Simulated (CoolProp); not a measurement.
Values from CoolProp's reference Helmholtz-energy equation of state, Lemmon 2005. It is a short technical equation, of lower accuracy than the large ones.

Q: For trans-2-butene, give the phase and the cp (kJ/(kg K)), cv (kJ/(kg K)), speed of sound (m/s) at 525 K and 0.0959 MPa; 525 K and 1.7 MPa; 525 K and 8.83 MPa.

A: 
- 525 K and 0.0959 MPa: gas; cp 2.37, cv 2.22, speed of sound 287
- 525 K and 1.7 MPa: gas; cp 2.46, cv 2.24, speed of sound 270
- 525 K and 8.83 MPa: supercritical; cp 3.40, cv 2.34, speed of sound 225
